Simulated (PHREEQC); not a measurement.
0.1 mol of Basaluminite (Al4(OH)10SO4) is brought to equilibrium with 1 kg of water holding 1 mmol/kgw NaCl, at 25 °C, the pH being set by adding NaOH or HCl. Oxygen is held at 0.21 atm. CO2 from the air is kept out. Names ending in (a), (am) or -a are amorphous solids. The run lets Basaluminite, Al(OH)3(a), Mirabilite precipitate or redissolve, and no other solid.

Base run: PHREEQC, ion-association model, wateq4f.dat. Each further column changes one thing. The table gives dissolved Al (mol/kgw).

```json
[
 {"pH": "4", "base": "0.00122", "all activity coefficients set to 1": "0.000693", "Davies equation for every ion": "0.00133"},
 {"pH": "4.67", "base": "4.02e-5", "all activity coefficients set to 1": "3.18e-5", "Davies equation for every ion": "4.06e-5"},
 {"pH": "6", "base": "2.27e-6", "all activity coefficients set to 1": "2.14e-6", "Davies equation for every ion": "2.28e-6"},
 {"pH": "6.67", "base": "4.39e-6", "all activity coefficients set to 1": "4.16e-6", "Davies equation for every ion": "4.40e-6"},
 {"pH": "7.33", "base": "2.29e-5", "all activity coefficients set to 1": "2.17e-5", "Davies equation for every ion": "2.30e-5"},
 {"pH": "8.67", "base": "0.000686", "all activity coefficients set to 1": "0.000639", "Davies equation for every ion": "0.000686"},
 {"pH": "9.33", "base": "0.00387", "all activity coefficients set to 1": "0.00291", "Davies equation for every ion": "0.00381"},
 {"pH": "10", "base": "0.0192", "all activity coefficients set to 1": "0.0136", "Davies equation for every ion": "0.0184"},
 {"pH": "11.33", "base": "0.400", "all activity coefficients set to 1": "0.288", "Davies equation for every ion": "0.387"},
 {"pH": "12", "base": "0.400", "all activity coefficients set to 1": "0.400", "Davies equation for every ion": "0.400"}
]
```
